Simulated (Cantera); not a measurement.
Charge: 1 mol acetone, 28 mol H₂, equilibrated at 37.0 mbar.

Method: chemical equilibrium by Gibbs-energy minimisation in Cantera with the NASA 1993 tables (ideal gas, pure condensed phases). Candidate condensed phases: C, C₆H₆, C₇H₈, C₈H₁₈, H₂O; 110 gas species. The feed counts by its element totals alone. Kinetics and transport are ignored.

**Question.** Which condensed phases are stable at each of these points (T (K)): 673, 723, 773, 823, 873, 923, 973, 1023?

**Answer.** 
| T (K) | condensed phases | C condensed (%) |
|---|---|---|
| 673 | gas only | 0.0 |
| 723 | gas only | 0.0 |
| 773 | C(graphite) | 23.9 |
| 823 | C(graphite) | 46.3 |
| 873 | C(graphite) | 55.5 |
| 923 | C(graphite) | 60.1 |
| 973 | C(graphite) | 62.7 |
| 1023 | C(graphite) | 64.2 |

From 673 K to 723 K nothing is condensed. From 773 K to 1023 K the condensed part is C(graphite).
